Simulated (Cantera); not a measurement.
Feed: 1 mol Si₃N₄, 2.3 mol HCl, 13 mol H₂, held at 1650 °C and 2.80e-5 bar.

These are equilibrium values from Cantera (NASA tables, ideal gas, pure condensed phases), not measurements of a reactor. Candidate condensed phases: NH₄Cl, Si, Si₃N₄; 28 gas species. The tables' values for SiCl, SiN are old estimates; treat these amounts as uncertain. The numbers say what is thermodynamically allowed, not how fast it happens.

Base state: H₂ 0.547, H 0.132, Si 0.128, N₂ 0.0921, HCl 0.0769, Cl 0.0139, SiCl₂ 0.00601, SiCl 0.00308 (mole fractions); condensed: gas only.

Problem. What changes in the equilibrium state with this change: HCl from 2.3 to 2.9 mol?

Solution. 
```
species   before    after
-------  -------  -------
H₂         0.547    0.536
H          0.132    0.130
Si         0.128    0.122
HCl       0.0769   0.0926
Cl        0.0139   0.0169
N₂        0.0921   0.0896
SiCl₂    0.00601  0.00844
Si₃      1.09e-5  9.32e-6
SiCl     0.00308  0.00356
Si₂N     1.94e-5  1.72e-5
```

Problem. What changes in the equilibrium state with this change: HCl from 2.3 to 7.5 mol?

Solution. 
| species | before | after |
|---|---|---|
| H₂ | 0.547 | 0.469 |
| HCl | 0.0769 | 0.186 |
| H | 0.132 | 0.122 |
| Si | 0.128 | 0.0804 |
| SiCl₂ | 0.00601 | 0.0258 |
| Cl | 0.0139 | 0.0364 |
| N₂ | 0.0921 | 0.0744 |
| SiCl₃ | 1.01e-6 | 1.13e-5 |
| Si₃ | 1.09e-5 | 2.69e-6 |
| Si₂N | 1.94e-5 | 6.86e-6 |
| Si₂ | 0.000231 | 9.11e-5 |
The tables' values for SiCl, SiN, SiCl₃ are old estimates; treat these amounts as uncertain.

Problem. What changes in the equilibrium state with this change: temperature from 1650 °C to 1350 °C?

Solution. 
| species | before | after |
|---|---|---|
| H₂ | 0.547 | 0.764 |
| N₂ | 0.0921 | 0.114 |
| HCl | 0.0769 | 0.0763 |
| Si | 0.128 | 0.00560 |
| H | 0.132 | 0.0114 |
| Cl | 0.0139 | 0.000900 |
| SiCl₂ | 0.00601 | 0.0267 |
| SiCl₃ | 1.01e-6 | 1.48e-5 |
| Si₂ | 0.000231 | 1.61e-5 |
| SiN | 6.48e-5 | 7.93e-6 |
| SiH | 0.000410 | 5.20e-5 |
| SiCl | 0.00308 | 0.000717 |
| Si(s), mol | 0 | 2.42 |
The tables' values for SiCl, SiCl₃ are old estimates; treat these amounts as uncertain.
